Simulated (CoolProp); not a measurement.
Vapour-liquid equilibrium of R125 (1) + R143a (2) at 1.56 MPa; x and y are mole fractions of (1).

The numbers come from the multi-fluid Helmholtz-energy mixture model, Lemmon 2005 and Lemmon and Jacobsen 2000; pair parameters Lemmon 2004 in CoolProp.

Task: Give the bubble temperature and the first vapour's composition at x = 0.425, 0.575, 0.725. Is there an azeotrope?

Result: x = 0.425: 32.6 °C, y = 0.437; x = 0.575: 32.0 °C, y = 0.591; x = 0.725: 31.4 °C, y = 0.741. No azeotrope shows between x = 0.05 and 0.95.

The pair parameters rest on a limited set of measurements; away from them the model extrapolates.
